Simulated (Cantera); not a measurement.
Feed: 1 mol C3H8, 0.51 mol CO2, 1.3 mol N2, at 1075 K.

Method: chemical equilibrium by Gibbs-energy minimisation in Cantera with the NASA 1993 tables (ideal gas, pure condensed phases). Candidate condensed phases: C, C6H6, C7H8, C8H18, H2O; 136 gas species. The ideal-gas law is rough above about 30 bar. Equilibrium is a limit: real reactors are often held back by kinetics, nucleation or transport.

Question: What share of the C ends up in condensed phases as a function of P (Pa), at 10, 56, 320, 1800, 10000, 56000, 320000, 1800000, 10000000?

Answer: 
| P (Pa) | C condensed (%) | as |
|---|---|---|
| 10 | 70.9 | C(graphite) |
| 56 | 70.9 | C(graphite) |
| 320 | 70.9 | C(graphite) |
| 1800 | 70.9 | C(graphite) |
| 10000 | 70.9 | C(graphite) |
| 56000 | 70.7 | C(graphite) |
| 320000 | 69.5 | C(graphite) |
| 1800000 | 64.5 | C(graphite) |
| 10000000 | 58.0 | C(graphite) |
